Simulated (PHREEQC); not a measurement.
Consider water at 65 °C with 41 mmol/kgw NH4HF2, 0.075 mmol/kgw H2SiF6, 12 mmol/kgw HBF4 and 140 mmol/kgw H2SO4. Closed to the air; pH follows from the charge balance.

Equilibrium calculation in PHREEQC: ion-association model, phreeqc.dat.

```
quantity                  before    after
------------------------  ------  -------
pH                          1.00     1.87
ionic strength (mol/kgw)   0.178   0.0236
HSO4- (mol/kgw)            0.126  0.00956
SO4-2 (mol/kgw)           0.0126  0.00433
SI of Quartz (SiO2)        -4.50    -1.86
```

Question: What was changed between the two runs?
A. H2SO4 from 0.14 to 0.21 mol/kgw
B. temperature from 65 to 5 °C
C. diluted 10-fold with water
D. HBF4 from 0.012 to 0.0108 mol/kgw
E. HBF4 left out

Answer: C, diluted 10-fold with water

Precipitation was switched off in this run. At this temperature some constants are extrapolated from 25 °C, and those without enthalpy data are left unchanged. SiF6-2 is the database's only silicon fluoride. Real BF4- forms and hydrolyses slowly; the run takes it at equilibrium.
